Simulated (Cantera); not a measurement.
Cantera with NASA thermochemical tables; ideal gases at 1 bar, condensed phases pure. Values are per mole of reaction as written; species without (g) are pure solids or liquids, kept so even where they would boil at 1 bar.

**Question.** Between 300 and 1325 K, where is each reaction favourable under standard conditions?
- Cu(OH)₂ → 2 H(g) + Cu + O₂(g)

**Answer.** 
- Cu(OH)₂ → 2 H(g) + Cu + O₂(g): ΔG° is 779 kJ at 300 K and 416 kJ at 1325 K; it stays positive (K < 1). ΔH° is 876 kJ and ΔS° 347 J/K at 1325 K.
